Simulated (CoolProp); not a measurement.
Saturation properties of the fluoroketone C6F12O (FK-5-1-12).

Computed with CoolProp (reference Helmholtz-energy equation of state, McLinden 2015).

```csv
T (K),p (bar),vapour density (kg/m³),enthalpy of vaporisation (kJ/kg)
224.7,0.004726,0.08004,114.6
243.1,0.01992,0.3126,(withheld)
261.4,0.06486,(withheld),104.7
279.7,0.1741,2.409,99.84
298.1,0.4032,(withheld),94.85
316.4,0.8247,10.49,(withheld)
334.7,(withheld),(withheld),84.11
353.1,2.647,32.64,77.98
371.4,4.284,53.36,71.09
389.7,6.592,85.07,63.02
408.1,9.766,135.8,(withheld)
```

Q: Fill in the missing entries.

A: 
- 243.1, enthalpy of vaporisation (kJ/kg): 109.6
- 261.4, vapour density (kg/m³): 0.9514
- 298.1, vapour density (kg/m³): 5.319
- 316.4, enthalpy of vaporisation (kJ/kg): 89.66
- 334.7, p (bar): 1.533
- 334.7, vapour density (kg/m³): 19.06
- 408.1, enthalpy of vaporisation (kJ/kg): 52.94

It boils at 322.2 K under 1 atm.
